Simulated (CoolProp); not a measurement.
Vapour-liquid equilibrium of R143a (1) + R152A (2) at 308.6 K; x and y are mole fractions of (1).

Model: multi-fluid Helmholtz-energy mixture model, Lemmon and Jacobsen 2000 and Outcalt 1996; pair parameters Bell 2016, in CoolProp.

| x | bubble pressure (bar) | y at the bubble point | dew pressure at overall composition x (bar) | liquid density (mol/L) |
|---|---|---|---|---|
| 0.05 | ? | 0.096 | 8.301 | 13.06 |
| 0.2 | 9.992 | 0.320 | 9.179 | 12.65 |
| 0.35 | 11.31 | 0.489 | ? | ? |
| 0.5 | 12.54 | ? | 11.40 | 11.83 |
| 0.65 | ? | ? | 12.77 | 11.43 |
| 0.8 | 14.88 | ? | 14.27 | 11.03 |
| 0.95 | 16.03 | 0.965 | 15.87 | 10.64 |

Question: What belongs in the gaps?

Answer: 
- 0.05, bubble pressure (bar): 8.553
- 0.35, dew pressure at overall composition x (bar): 10.21
- 0.35, liquid density (mol/L): 12.24
- 0.5, y at the bubble point: 0.626
- 0.65, bubble pressure (bar): 13.72
- 0.65, y at the bubble point: 0.747
- 0.8, y at the bubble point: 0.858

No azeotrope shows between x = 0.05 and 0.95.

The pair parameters rest on a limited set of measurements; away from them the model extrapolates.
